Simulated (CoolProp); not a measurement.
Vapour-liquid equilibrium of n-hexane (1) + hexamethyldisiloxane (MM) (2) at 145.15 °C; x and y are mole fractions of (1).

Computed with CoolProp (multi-fluid Helmholtz-energy mixture model, Thol 2019 and Thol 2016; pair parameters Bell 2016).

```json
[
 {"x": "0.05", "bubble pressure, mixture model (MPa)": "0.3295", "bubble pressure, Raoult's law (MPa)": "0.3335", "y, mixture model": "0.085", "y, Raoult's law": "0.103"},
 {"x": "0.125", "bubble pressure, mixture model (MPa)": "0.3512", "bubble pressure, Raoult's law (MPa)": "0.3612", "y, mixture model": "0.200", "y, Raoult's law": "0.237"},
 {"x": "0.2", "bubble pressure, mixture model (MPa)": "0.3730", "bubble pressure, Raoult's law (MPa)": "0.3889", "y, mixture model": "0.304", "y, Raoult's law": "0.352"},
 {"x": "0.275", "bubble pressure, mixture model (MPa)": "___", "bubble pressure, Raoult's law (MPa)": "0.4166", "y, mixture model": "0.399", "y, Raoult's law": "0.452"},
 {"x": "0.35", "bubble pressure, mixture model (MPa)": "0.4186", "bubble pressure, Raoult's law (MPa)": "0.4443", "y, mixture model": "0.487", "y, Raoult's law": "0.539"},
 {"x": "0.425", "bubble pressure, mixture model (MPa)": "___", "bubble pressure, Raoult's law (MPa)": "0.4720", "y, mixture model": "0.569", "y, Raoult's law": "0.616"},
 {"x": "0.5", "bubble pressure, mixture model (MPa)": "0.4691", "bubble pressure, Raoult's law (MPa)": "0.4997", "y, mixture model": "0.645", "y, Raoult's law": "0.685"},
 {"x": "0.575", "bubble pressure, mixture model (MPa)": "0.4967", "bubble pressure, Raoult's law (MPa)": "0.5274", "y, mixture model": "___", "y, Raoult's law": "0.746"},
 {"x": "0.65", "bubble pressure, mixture model (MPa)": "0.5261", "bubble pressure, Raoult's law (MPa)": "0.5552", "y, mixture model": "0.779", "y, Raoult's law": "0.801"},
 {"x": "0.725", "bubble pressure, mixture model (MPa)": "0.5573", "bubble pressure, Raoult's law (MPa)": "0.5829", "y, mixture model": "0.837", "y, Raoult's law": "0.851"},
 {"x": "0.8", "bubble pressure, mixture model (MPa)": "0.5902", "bubble pressure, Raoult's law (MPa)": "0.6106", "y, mixture model": "0.890", "y, Raoult's law": "0.897"},
 {"x": "0.875", "bubble pressure, mixture model (MPa)": "0.6247", "bubble pressure, Raoult's law (MPa)": "0.6383", "y, mixture model": "0.936", "y, Raoult's law": "0.938"},
 {"x": "0.95", "bubble pressure, mixture model (MPa)": "0.6603", "bubble pressure, Raoult's law (MPa)": "0.6660", "y, mixture model": "0.976", "y, Raoult's law": "0.976"}
]
```

Question: What belongs in the gaps?

Answer: 
- 0.275, bubble pressure, mixture model (MPa): 0.3953
- 0.425, bubble pressure, mixture model (MPa): 0.4431
- 0.575, y, mixture model: 0.715

The largest gap from Raoult's law is -6.1 % in bubble pressure, at x = 0.5. No azeotrope shows between x = 0.05 and 0.95.

Pair parameters are fitted to limited data, so mixtures are less certain than the pure fluids.
